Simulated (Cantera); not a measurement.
What does this Cantera script print?

```python
import numpy as np
import cantera as ct

gas_names = [...]  # 87 gases of nasa_gas.yaml made of C, H, Si
cond_names = """
    C(gr) C6H6(L) C7H8(L) C8H18(L),n-octa Si(cr) Si(L) SiC(b)
""".split()


# ... load() reads the species with a 1 bar reference pressure and builds the phases ...
atoms = {
    'SiH4': {'Si': 1, 'H': 4},
    'CH4': {'C': 1, 'H': 4},
    'H2': {'H': 2},
}
top_T = {'C(gr)': 4500, 'SiC(b)': 3050}  # K; cautious upper limits of use, not melting points


# ... equilibrate(T, P, feed) seeds the gas with the atoms and calls Mixture.equilibrate('TP', solver="vcs", rtol=1e-11, max_steps=5000) ...
results = []
feed = {'SiH4': 1, 'CH4': 0.012, 'H2': 200}  # mol
T = 1000  # K
P = 1000  # Pa
mix = equilibrate(T, P, feed)
results.append((T, P, feed, dict(zip(mix.species_names, mix.species_moles))))
print(gas.report(threshold=1e-05))
for i in range(1, mix.n_phases):
    print(f"{mix.phase(i).name:16s} {mix.phase_moles(i):12.5e} mol")
```

Output:

```
       temperature   1000 K
          pressure   1000 Pa
           density   0.00024247 kg/m^3
  mean mol. weight   2.016 kg/kmol
   phase of matter   gas

                          1 kg             1 kmol
                     ---------------   ---------------
          enthalpy        1.0261e+07        2.0687e+07  J
   internal energy        6.1369e+06        1.2372e+07  J
           entropy        1.0145e+05        2.0453e+05  J/K
    Gibbs function        -9.119e+07       -1.8384e+08  J
 heat capacity c_p             14962             30163  J/K
 heat capacity c_v             10838             21849  J/K

                      mass frac. Y      mole frac. X     chem. pot. / RT
                     ---------------   ---------------   ---------------
                H2                 1                 1           -22.111
     [  +86 minor]        3.0402e-06         3.991e-07

C(gr)             0.00000e+00 mol
Si(cr)            9.88074e-01 mol
SiC(b)            1.19248e-02 mol
```

These are equilibrium values from Cantera (NASA tables, ideal gas, pure condensed phases), not measurements of a reactor.
